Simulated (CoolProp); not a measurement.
Properties of isobutene along the isotherm 112.85 °C (Tc = 144.9 °C, pc = 4016 kPa, ω = 0.193).

Computed with CoolProp (reference Helmholtz-energy equation of state, Lemmon 2005). It is a short technical equation, of lower accuracy than the large ones.

```
p (kPa)   phase  density (kg/m³)  Joule-Thomson coefficient (K/MPa)  isothermal compressibility (1/MPa)  expansivity (1/kK)
-------  ------  ---------------  ---------------------------------  ----------------------------------  ------------------
669         gas            12.71                              12.03                               1.634               3.397
1340        gas            28.36                              13.79                              0.9334               4.832
2010        gas            49.74                              16.89                              0.7977               8.292
2680     liquid            446.9                             0.9607                             0.02506               6.293
3350     liquid            453.8                             0.7820                             0.02091               5.538
4020     liquid            459.7                             0.6490                             0.01804               4.999
4680     liquid            464.9                             0.5463                             0.01596               4.597
5350     liquid            469.6                             0.4616                             0.01432               4.272
6020     liquid            473.9                             0.3913                             0.01301               4.008
```
